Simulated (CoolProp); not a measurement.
Vapour-liquid equilibrium of CH2F2 (R32) (1) + R123 (2) at 0.535 MPa; x and y are mole fractions of (1).

The numbers come from the multi-fluid Helmholtz-energy mixture model, Tillner-Roth 1997 and Younglove 1994; pair parameters Bell 2016 in CoolProp.

| x | bubble temperature, mixture model (°C) | bubble temperature, Raoult's law (°C) | y, mixture model | y, Raoult's law |
|---|---|---|---|---|
| 0.05 | 66.5 | 65.2 | 0.354 | 0.412 |
| 0.15 | 40.4 | 42.3 | 0.716 | 0.735 |
| 0.25 | 24.1 | 28.1 | 0.851 | 0.857 |
| 0.35 | 13.8 | 18.1 | 0.908 | 0.915 |
| 0.45 | 6.9 | 10.6 | 0.938 | 0.947 |
| 0.55 | 2.0 | 4.6 | 0.956 | 0.966 |
| 0.65 | -1.9 | -0.3 | 0.968 | 0.979 |
| 0.75 | -5.1 | -4.4 | 0.978 | 0.988 |
| 0.85 | -8.1 | -7.9 | 0.987 | 0.994 |
| 0.95 | -11.0 | -11.0 | 0.995 | 0.998 |

The largest gap from Raoult's law is -4.3 K in bubble temperature, at x = 0.35. No azeotrope shows between x = 0.05 and 0.95.

The pair parameters rest on a limited set of measurements; away from them the model extrapolates. The gap from Raoult's law changes sign with composition, which may be real or a fault of the pair parameters; it wasn't checked against measurements.
